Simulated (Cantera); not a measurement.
Feed: 1 mol Si₂H₆, 15 mol O₂, at 0.840 bar.

Cantera equilibrium calculation (NASA polynomials, part measured and part estimated; ideal gas, pure solids and liquids). Candidate condensed phases: H₂O, Si, SiO₂; 18 gas species. The feed counts by its element totals alone. The tables hold silica as quartz up to 1696 K and as liquid above; real silica turns to tridymite and cristobalite and melts near 1996 K. Gases not in the tables: Si(OH)₄. Equilibrium is a limit: real reactors are often held back by kinetics, nucleation or transport.

x: gas mole fraction; n: condensed amount in mol.

```tsv
T (K)	x O₂	x H₂O	x OH	x O	x HO₂	x H₂	n SiO₂(α-quartz)	n SiO₂(β-quartz)
550	0.793	0.207	<1e-12	<1e-12	<1e-12	<1e-12	2.00	0
650	0.793	0.207	…	<1e-12	<1e-12	<1e-12	2.00	0
750	0.793	0.207	3.60e-10	<1e-12	1.69e-11	<1e-12	2.00	0
850	0.793	0.207	7.67e-9	<1e-12	2.07e-10	<1e-12	0	2.00
950	0.793	0.207	8.61e-8	3.09e-11	1.50e-9	4.62e-12	0	2.00
1050	0.793	0.207	6.11e-7	6.50e-10	7.47e-9	9.17e-11	0	2.00
1150	0.793	0.207	…	…	…	…	0	2.00
1250	0.793	0.207	1.20e-5	6.73e-8	8.56e-8	8.74e-9	0	2.00
1350	0.793	0.207	3.84e-5	4.10e-7	2.21e-7	5.17e-8	0	2.00
1450	0.793	0.207	0.000104	1.95e-6	5.02e-7	2.40e-7	0	2.00
1550	0.793	0.207	0.000250	7.60e-6	1.03e-6	9.16e-7	0	2.00
```

Problem. Some entries are withheld; supply them.

Solution. 
- 650, x OH: 6.63e-12
- 1150, x OH: 3.09e-6
- 1150, x O: 8.08e-9
- 1150, x HO₂: 2.81e-8
- 1150, x H₂: 1.09e-9
